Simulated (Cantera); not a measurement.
Charge: 1 mol (CH3)2SiCl2, 1.6 mol H2, held at 1973 K and 78.0 mbar.

Cantera equilibrium calculation (NASA polynomials, part measured and part estimated; ideal gas, pure solids and liquids). Candidate condensed phases: C, C6H6, C7H8, C8H18, Si, SiC; 109 gas species. The feed counts by its element totals alone. The tables' values for SiCl3, SiCl are old estimates; treat these amounts as uncertain. Kinetics and transport are ignored.

Base state: H2 0.659, HCl 0.316, SiCl2 0.0186, H 0.00392, Cl 0.00141, SiCl3 0.000511, C2H2 (acetylene) 0.000422, SiCl 7.39e-5 (mole fractions); condensed: C(graphite) + SiC(s).

Problem. What changes in the equilibrium state with this change: H2 from 1.6 to 96 mol?

Solution. 
```tsv
species	before	after
H2	0.659	0.975
HCl	0.316	0.0198
H	0.00392	0.00477
SiCl2	0.0186	4.92e-5
SiCl4	1.68e-5	<1e-9
SiCl3	0.000511	6.96e-8
SiHCl3	1.30e-5	2.15e-9
SiCl	7.39e-5	3.80e-6
C(graphite), mol	1.10	0.879
SiC(s), mol	0.892	0.992
```
